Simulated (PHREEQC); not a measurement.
A column of 0.1 m (40 cells, dispersivity 0.008 m, 3600 s a shift, diffusion coefficient 3e-10 m²/s) holds 0.027 eq of the database's cation exchanger X per kg of pore water, first in equilibrium with 0.0038 mol MnCl2, 0.037 mol ZnCl2 and 1e-05 mol HCl per kg of water. It is flushed with 0.0072 mol BaCl2, 0.0015 mol CaCl2 and 1e-05 mol HCl per kg of water, at 25 °C. Values are for the last cell. The system is closed to CO2. Nothing may precipitate in this run.

Model: ion-association model, phreeqc.dat, run in PHREEQC.

```
pore volumes  Ba in solution (mol/kgw)  Ca in solution (mol/kgw)  Mn in solution (mol/kgw)  Zn in solution (mol/kgw)  Cl in solution (mol/kgw)  MnX2 on the exchanger (mol/kgw)  BaX2 on the exchanger (mol/kgw)
------------  ------------------------  ------------------------  ------------------------  ------------------------  ------------------------  -------------------------------  -------------------------------
0                                    0                         0                   0.00380                    0.0370                    0.0816                         0.000665                                0
0.2125                        1.28e-10                  1.12e-10                   0.00380                    0.0370                    0.0816                         0.000665                         6.20e-11
0.4125                         3.20e-6                   1.47e-6                   0.00375                    0.0365                    0.0805                         0.000665                          1.56e-6
0.8125                        0.000238                   8.36e-5                   0.00259                    0.0261                    0.0579                         0.000641                         0.000158
1.012                         0.000453                  0.000154                   0.00186                    0.0194                    0.0438                         0.000608                                ?
1.212                         0.000667                  0.000222                   0.00131                         ?                    0.0333                         0.000561                         0.000745
1.413                         0.000897                  0.000293                  0.000937                    0.0111                    0.0265                         0.000499                          0.00123
1.613                          0.00118                  0.000377                  0.000688                   0.00895                    0.0224                         0.000426                          0.00188
2.013                          0.00204                  0.000604                  0.000387                   0.00639                    0.0189                         0.000273                          0.00367
2.212                          0.00260                  0.000740                  0.000289                   0.00545                         ?                         0.000206                          0.00474
2.413                          0.00321                  0.000876                  0.000212                   0.00460                    0.0178                         0.000151                          0.00582
2.612                          0.00383                   0.00100                  0.000154                   0.00382                    0.0176                         0.000108                          0.00684
2.812                          0.00441                   0.00112                  0.000110                   0.00312                    0.0175                          7.55e-5                          0.00776
3.212                          0.00539                   0.00128                   5.39e-5                   0.00199                    0.0174                          3.60e-5                          0.00920
3.413                          0.00577                   0.00134                   3.73e-5                   0.00156                    0.0174                          2.47e-5                          0.00973
3.612                          0.00608                   0.00139                   2.57e-5                   0.00121                    0.0174                          1.68e-5                           0.0102
3.812                          0.00633                   0.00142                   1.76e-5                  0.000939                    0.0174                          1.14e-5                           0.0105
4.013                          0.00652                   0.00144                   1.20e-5                  0.000723                    0.0174                          7.76e-6                           0.0107
4.412                          0.00680                   0.00147                   5.58e-6                  0.000423                    0.0174                          3.57e-6                           0.0111
4.612                          0.00689                   0.00148                   3.79e-6                  0.000322                    0.0174                          2.42e-6                           0.0112
4.812                          0.00696                   0.00149                   2.57e-6                         ?                    0.0174                          1.64e-6                           0.0113
5.013                          0.00702                   0.00149                   1.74e-6                  0.000186                    0.0174                          1.11e-6                           0.0114
5.213                          0.00706                   0.00150                         ?                  0.000141                    0.0174                          7.51e-7                           0.0114
5.612                          0.00712                   0.00150                   5.43e-7                   8.10e-5                    0.0174                          3.44e-7                           0.0115
5.812                          0.00714                   0.00150                   3.68e-7                   6.13e-5                    0.0174                          2.33e-7                           0.0115
6.013                          0.00715                   0.00150                   2.49e-7                   4.64e-5                    0.0174                          1.58e-7                           0.0116
```

Question: Fill in the missing entries.

Answer: 
- 1.012, BaX2 on the exchanger (mol/kgw): 0.000392
- 1.212, Zn in solution (mol/kgw): 0.0144
- 2.212, Cl in solution (mol/kgw): 0.0182
- 4.812, Zn in solution (mol/kgw): 0.000245
- 5.213, Mn in solution (mol/kgw): 1.18e-6

Species that the database lacks are ignored.
